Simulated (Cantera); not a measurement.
Cantera run:

```python
import numpy as np
import cantera as ct

gas_names = """
    CL CLO CL2 O O2 O3 Si SiCL SiCL2 SiCL3 SiCL4 SiO SiO2 Si2 Si3
""".split()
cond_names = """
    Si(cr) Si(L) SiO2(Lqz) SiO2(hqz) SiO2(L)
""".split()


def load(file, names, dense=False):
    # The tables refer to 1 bar. Condensed volumes are neglected.
    table = {s.name: s for s in ct.Species.list_from_file(file)}
    out = []
    for n in names:
        d = dict(table[n].input_data)
        d["thermo"] = dict(d["thermo"], **{"reference-pressure": 1e5})
        if dense:
            d["equation-of-state"] = {"model": "constant-volume", "density": "1e6 g/cm^3"}
        out.append(ct.Species.from_dict(d))
    return out


gas = ct.Solution(thermo="ideal-gas", species=load("nasa_gas.yaml", gas_names))
cond = {s.name: ct.Solution(thermo="fixed-stoichiometry", species=[s], name=s.name)
        for s in load("nasa_condensed.yaml", cond_names, dense=True)}
atoms = {
    'SiCl4': {'Si': 1, 'CL': 4},
    'O2': {'O': 2},
}
top_T = {}  # K; cautious upper limits of use, not melting points


def equilibrate(T, P, feed):
    n = {}
    for name, mol in feed.items():
        for a, k in atoms[name].items():
            n[a] = n.get(a, 0.0) + k * mol
    gas.TPX = T, P, n
    mass = sum(n.values()) * gas.mean_molecular_weight
    gas.equilibrate("TP")
    valid = [c for c in cond.values() if c.min_temp <= T <= top_T.get(c.name, c.max_temp)]
    mix = ct.Mixture([(gas, mass / gas.mean_molecular_weight)] + [(c, 0.0) for c in valid])
    mix.T, mix.P = T, P
    mix.equilibrate("TP", solver="vcs", rtol=1e-11, max_steps=5000)
    return mix


results = []
T = 698  # K
P = 65  # Pa
for m in [1.4, 1.6, 2, 2.4, 2.9, 3.5, 4.2, 5.1, 6.1, 7.4, 8.9, 11, 13]:
    feed = {'SiCl4': 1, 'O2': m}  # mol
    mix = equilibrate(T, P, feed)
    results.append((T, P, feed, dict(zip(mix.species_names, mix.species_moles))))

top = {s: max(r[3][s] / sum(r[3][g] for g in gas_names) for r in results) for s in gas_names}
cols = sorted((s for s in top if top[s] > 1e-05), key=lambda s: -top[s])[:8]
seen = [c for c in cond_names if any(r[3].get(c, 0) > 1e-12 for r in results)]
print("log10 of partial pressures in bar; condensed amounts in mol")
print(f"{'n(O2)':>10s}" + "".join(f"{s[:9]:>10s}" for s in cols + seen))
for T, P, feed, n in results:
    ng = sum(n[g] for g in gas_names)
    print(f"{feed['O2']:10.4g}" + "".join(f"{np.log10(max(n[s] / ng * P / 1e5, 1e-99)):10.3f}" for s in cols)
          + "".join(f"{n.get(c, 0):10.4g}" for c in seen))
```

Result:

```
log10 of partial pressures in bar; condensed amounts in mol
     n(O2)        O2       CL2        CL SiO2(Lqz)
       1.4    -3.965    -3.266    -7.839         1
       1.6    -3.824    -3.301    -7.857         1
         2    -3.664    -3.363    -7.888         1
       2.4    -3.572    -3.418    -7.915         1
       2.9    -3.499    -3.477    -7.945         1
       3.5    -3.442    -3.539    -7.976         1
       4.2    -3.398    -3.602    -8.007         1
       5.1    -3.360    -3.671    -8.042         1
       6.1    -3.331    -3.737    -8.075         1
       7.4    -3.305    -3.810    -8.111         1
       8.9    -3.285    -3.882    -8.147         1
        11    -3.266    -3.965    -8.189         1
        13    -3.254    -4.032    -8.222         1
```

These are equilibrium values from Cantera (NASA tables, ideal gas, pure condensed phases), not measurements of a reactor.
